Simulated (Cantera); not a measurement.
## Fe + HCl + N₂ (chemical vapour transport)

A closed system holds: 1 mol Fe, 0.018 mol HCl, 0.28 mol N₂, equilibrated at 1.00 bar.

Cantera equilibrium calculation (NASA polynomials, part measured and part estimated; ideal gas, pure solids and liquids). Candidate condensed phases: Fe, FeCl₂, FeCl₃, NH₄Cl; 18 gas species. Equilibrium is a limit: real reactors are often held back by kinetics, nucleation or transport.

```tsv
T (K)	x N₂	x HCl	x H₂	x FeCl₂	n Fe(α)	n FeCl₂(s)	n Fe(γ)
873	0.960	0.0165	0.0226	0.00101	0.993	0.00622	0
923	0.952	0.0253	0.0180	0.00411	0.995	0.00360	0
973	0.941	0.0315	0.0145	0.0105	0.996	0	0
1023	0.941	0.0307	0.0149	0.0125	0.996	0	0
1073	0.940	0.0297	0.0154	0.0140	0.995	0	0
1123	0.940	0.0286	0.0159	0.0151	0.995	0	0
1173	0.940	0.0276	0.0164	0.0160	0.995	0	0
1223	0.940	0.0265	0.0169	0.0167	0	0	0.995
1273	0.940	0.0256	0.0174	0.0172	0	0	0.995
1323	0.940	0.0247	0.0179	0.0177	0	0	0.995
1373	0.940	0.0239	0.0183	0.0182	0	0	0.995
```
x: gas mole fraction; n: condensed amount in mol.

From 873 K to 923 K the condensed part is Fe(α) + FeCl₂(s). From 973 K to 1173 K the condensed part is Fe(α). From 1223 K to 1373 K the condensed part is Fe(γ). The main Fe-bearing gas is FeCl₂ throughout.
